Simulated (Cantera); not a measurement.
Input (Python, Cantera):

```python
import numpy as np
import cantera as ct

gas = ct.Solution("gri30.yaml")
gas.TPX = 575, 101325, {'CH4': 1, 'CO': 0.52, 'O2': 3.18, 'N2': 11.8}
flame = ct.FreeFlame(gas, width=0.04)
flame.set_refine_criteria(ratio=3, slope=0.08, curve=0.16)
flame.transport_model = "mixture-averaged"
flame.solve(loglevel=0, auto=True)
flame.transport_model = "multicomponent"
flame.soret_enabled = True
flame.solve(loglevel=0, refine_grid=True)
z, T = flame.grid, flame.T
thick = (T[-1] - T[0]) / np.gradient(T, z).max()
show = ['CH4', 'CO', 'O2', 'NO2', 'CH2', 'CH2CO']
print(f"laminar burning velocity  {flame.velocity[0] * 100:.3f} cm/s")
print(f"burnt temperature         {T[-1]:.1f} K")
print(f"thermal thickness         {thick * 1e3:.4f} mm")
print(f"grid points               {len(z)}")
z0 = z[flame.heat_release_rate.argmax()]
print(f"{'z/mm':>9s}{'T/K':>9s}{'u/(m/s)':>9s}" + "".join(f"{s:>11s}" for s in show))
rows = []
for k in (-3, -2, -1.5, -1, -0.5, -0.25, 0, 0.25, 0.5, 1, 2, 4, 8):
    zz = z0 + k * thick
    rows.append([k * thick, np.interp(zz, z, T), np.interp(zz, z, flame.velocity),
                 *(np.interp(zz, z, flame.X[gas.species_index(s)]) for s in show)])
    print(f"{rows[-1][0] * 1e3:9.3f}{rows[-1][1]:9.1f}{rows[-1][2]:9.3f}" + "".join(f"{x:11.3e}" for x in rows[-1][3:]))
```

Output:

```
laminar burning velocity  92.620 cm/s
burnt temperature         2108.1 K
thermal thickness         0.4026 mm
grid points               139
     z/mm      T/K  u/(m/s)        CH4         CO         O2        NO2        CH2      CH2CO
   -1.208    575.1    0.927  6.057e-02  3.151e-02  1.927e-01  2.245e-11  5.191e-18  1.278e-10
   -0.805    576.4    0.929  6.041e-02  3.150e-02  1.925e-01  3.274e-10  6.725e-16  2.567e-09
   -0.604    581.5    0.938  5.992e-02  3.154e-02  1.922e-01  1.903e-09  7.391e-14  2.033e-08
   -0.403    616.7    0.997  5.741e-02  3.197e-02  1.902e-01  1.405e-08  3.690e-11  2.802e-07
   -0.201    873.8    1.420  4.358e-02  3.638e-02  1.711e-01  2.716e-08  7.958e-08  6.066e-06
   -0.101   1202.6    1.964  2.583e-02  4.349e-02  1.413e-01  1.009e-08  2.676e-06  2.395e-05
    0.000   1550.6    2.541  6.610e-03  4.922e-02  1.027e-01  3.886e-09  1.642e-05  3.302e-05
    0.101   1707.5    2.791  4.895e-04  4.135e-02  7.962e-02  1.852e-09  3.430e-06  5.269e-06
    0.201   1769.1    2.877  1.928e-05  3.053e-02  7.106e-02  2.110e-09  1.773e-07  2.379e-07
    0.403   1847.4    2.984  3.732e-08  1.887e-02  6.506e-02  3.018e-09  4.801e-10  5.260e-10
    0.805   1936.0    3.109  6.760e-13  1.164e-02  6.137e-02  4.959e-09  1.276e-14  1.746e-14
    1.610   2014.2    3.219  9.664e-16  7.314e-03  5.921e-02  9.076e-09  3.341e-16  2.927e-15
    3.221   2067.7    3.293 -1.401e-17  3.985e-03  5.787e-02  1.655e-08 -3.635e-18 -3.604e-17
```

Cantera simulation using GRI-Mech 3.0 (53 species, 325 reactions); the numbers are that mechanism's predictions, not measurements. Burning velocities carry a grid error of a few per cent, more on coarse grids.
